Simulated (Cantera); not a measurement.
A closed system holds: 1 mol B, 0.058 mol H2O, at 1125 K and 0.0133 bar.

Equilibrium computed with Cantera from the NASA thermochemical tables; the gas is ideal and each condensed phase is pure. Candidate condensed phases: B, B2O3, B3O3H3, H2O; 23 gas species. Mutual solubility and eutectic melting of coexisting phases are not modelled. Kinetics and transport are ignored.

Base state: H2 0.999, B3O3H3 0.000769, HBO 0.000128 (mole fractions); condensed: B(s) + B2O3(l).

Question: What changes in the equilibrium state with this change: temperature from 1125 K to 1975 K?

Answer: 
| species | before | after |
|---|---|---|
| H2 | 0.999 | 0.552 |
| HBO | 0.000128 | 0.191 |
| B2O2 | 4.82e-7 | 0.187 |
| BO | 2.54e-9 | 0.0453 |
| B2O3 | 5.00e-8 | 0.0126 |
| B2O | <1e-9 | 0.000625 |
| H | 3.85e-7 | 0.00881 |
| B(s), mol | 0.961 | 0.943 |
| B2O3(l), mol | 0.0193 | 0 |
The tables' values for BH2 are old estimates; treat these amounts as uncertain.
